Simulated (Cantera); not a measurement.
**Reactions in the system Al-I-O**

Standard-state values (1 bar) from the NASA 1993 polynomials, evaluated with Cantera. Values are per mole of reaction as written; species without (g) are pure solids or liquids, kept so even where they would boil at 1 bar.

O3(g) + 6 AlI3(g) → 9 I2 + 3 Al2O(g)

```
T (K)  ΔH° (kJ)  ΔS° (J/K)  ΔG° (kJ)  log10 K  condensed phases
-----  --------  ---------  --------  -------  ----------------
350       590.4     -653.9     819.3  -122.27             I2(s)
375       594.9     -641.6     835.5  -116.38             I2(s)
400       743.0     -258.9     846.5  -110.54             I2(l)
425       751.9     -237.1     852.7  -104.80             I2(l)
450       760.9     -216.6     858.4   -99.64             I2(l)
475       769.8     -197.3     863.5   -94.96             I2(l)
500       778.7     -179.1     868.3   -90.70             I2(l)
525       787.6     -161.8     872.5   -86.81             I2(l)
550       796.4     -145.4     876.4   -83.23             I2(l)
575       805.2     -129.7     879.8   -79.92             I2(l)
600       814.0     -114.7     882.8   -76.86             I2(l)
```
